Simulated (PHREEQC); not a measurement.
Dissolve 0.19 mol/kgw HF, 0.00019 mol/kgw H2SiF6, 0.0059 mol/kgw H3PO4 and 0.032 mol/kgw HNO3 at 25 °C. Closed to the air; pH follows from the charge balance.

Equilibrium calculation in PHREEQC: ion-association model, wateq4f.dat.

Each row changes one thing in this solution. No solid was allowed to form.

```csv
case,pH,ionic strength (mol/kgw),HF (mol/kgw),H2F2 (mol/kgw),H3PO4 (mol/kgw),F- (mol/kgw)
as made,1.49,0.0379,0.115,0.0348,0.00472,0.00286
H2SiF6 left out,1.49,0.0374,0.115,0.0348,0.00472,0.00288
HNO3 left out,1.93,0.0132,0.112,0.0325,0.00358,0.00717
temperature from 25 to 50 °C,1.50,0.0372,0.143,0.0209,0.00494,0.00229
0.33 mol/kgw AgNO3 added,1.50,0.346,0.111,0.0350,0.00445,0.00384
```

Species that the database lacks are ignored. wateq4f.dat counts part of the HF as a dimer, H2F2, which phreeqc.dat doesn't know; its constant is uncertain. H3PO4, which wateq4f.dat lacks, is added to it with the constant of phreeqc.dat. Constants without temperature data keep their 25 °C values here. SiF6-2 is the database's only silicon fluoride. The database has no phosphate complexes of Ag.
